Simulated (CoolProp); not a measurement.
n-undecane along the isobar 100 bar: Z from the reference equation and from simpler models built on Tc = 365.7 °C, pc = 19.90 bar, ω = 0.539; each cubic takes its own stable root.

Model: reference Helmholtz-energy equation of state, Aleksandrov 2011, in CoolProp. It is a short technical equation, of lower accuracy than the large ones.

```json
[
 {"T (°C)": "143.15", "phase": "liquid", "reference": "0.6847"},
 {"T (°C)": "156.75", "phase": "liquid", "reference": "0.6731"},
 {"T (°C)": "170.35", "phase": "liquid", "reference": "0.6626"},
 {"T (°C)": "183.95", "phase": "liquid", "reference": "0.6531"},
 {"T (°C)": "197.45", "phase": "liquid", "reference": "0.6447"},
 {"T (°C)": "211.05", "phase": "liquid", "reference": "0.6372"},
 {"T (°C)": "224.65", "phase": "liquid", "reference": "0.6306"},
 {"T (°C)": "238.25", "phase": "liquid", "reference": "0.6249"},
 {"T (°C)": "251.75", "phase": "liquid", "reference": "0.6201"},
 {"T (°C)": "265.35", "phase": "liquid", "reference": "0.6162"},
 {"T (°C)": "278.95", "phase": "liquid", "reference": "0.6132"},
 {"T (°C)": "292.55", "phase": "liquid", "reference": "0.6111"},
 {"T (°C)": "306.15", "phase": "liquid", "reference": "0.6098"},
 {"T (°C)": "319.65", "phase": "liquid", "reference": "0.6096"},
 {"T (°C)": "333.25", "phase": "liquid", "reference": "0.6103"},
 {"T (°C)": "346.85", "phase": "liquid", "reference": "0.6120"}
]
```

### Question
How far does each simpler model (van der Waals, Redlich-Kwong, Soave-Redlich-Kwong, Peng-Robinson) lie from the reference over these 16 states: mean and median of the absolute difference, and the worst?

### Answer
- van der Waals: mean 62.8 %, median 63.5 %, worst +72.8 % at 143.15 °C and 100 bar
- Redlich-Kwong: mean 19.5 %, median 19.7 %, worst +21.9 % at 143.15 °C and 100 bar
- Soave-Redlich-Kwong: mean 15.1 %, median 14.8 %, worst +16.5 % at 143.15 °C and 100 bar
- Peng-Robinson: mean 2.6 %, median 2.4 %, worst +3.8 % at 143.15 °C and 100 bar
